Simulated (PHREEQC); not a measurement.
Make-up at 75 °C: 0.26 mol Cu(NO3)2 and 0.00015 mol HNO3 per kg of water. Closed to the air; pH follows from the charge balance.

The numbers come from PHREEQC with the ion-association model, phreeqc.dat.

```tsv
quantity	before	after
pH	3.43	3.48
ionic strength (mol/kgw)	0.780	0.780
Cu2(OH)2+2 (mol/kgw)	0.000180	0.000227
CuOH+ (mol/kgw)	2.22e-6	2.49e-6
Cu(OH)2 (mol/kgw)	6.04e-9	7.61e-9
```

Which change was made?
A) temperature from 75 to 45 °C
B) HNO3 left out
C) temperature from 75 to 60 °C
D) Cu(NO3)2 replaced by CuCl2 at the same molality

B, HNO3 left out

This is a speciation only: nothing precipitates in the calculation. The ionic strength passes 0.7 mol/kgw, the rough limit of the ion-association models, in every such run. Constants without temperature data keep their 25 °C values here.
